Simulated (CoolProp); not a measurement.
A closed Brayton cycle with carbon dioxide: compressor inlet 327.15 K and 8 MPa, high pressure 27.3 MPa, turbine inlet 960 K, compressor efficiency 0.85, turbine efficiency 0.85, recuperator effectiveness 0.9 (on enthalpy, no pinch check). Each further row changes one setting.

Values from CoolProp's reference Helmholtz-energy equation of state, Span 1996.

| case | thermal efficiency (%) | net work (kJ/kg) | compressor to turbine work | compressor exit (K) | turbine exit (K) |
|---|---|---|---|---|---|
| as stated | 35.6 | 107 | 0.40 | 434.5 | 809.0 |
| turbine inlet 910 K | 34.0 | 96.7 | 0.42 | 434.5 | 764.0 |
| compressor inlet 337.15 K | 34.3 | 99.4 | 0.44 | 451.0 | 809.0 |
| high pressure 23.2 MPa | 35.0 | 96.4 | 0.38 | 419.7 | 828.2 |
| recuperator effectiveness 0.5 | 22.6 | 107 | 0.40 | 434.5 | 809.0 |
